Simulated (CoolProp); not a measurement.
Vapour-liquid equilibrium of methanol (1) + ethanol (2) at 0.626 MPa; x and y are mole fractions of (1).

Values from CoolProp's multi-fluid Helmholtz-energy mixture model, de Reuck 1993 and Schroeder 2014; pair parameters Bell 2016.

Problem. Give the bubble temperature and the first vapour's composition at x = 0.05, 0.35, 0.5. Is there an azeotrope?

Solution. x = 0.05: 132.3 °C, y = 0.069; x = 0.35: 128.0 °C, y = 0.425; x = 0.5: 126.0 °C, y = 0.580. No azeotrope shows between x = 0.05 and 0.95.

The pair parameters rest on a limited set of measurements; away from them the model extrapolates.
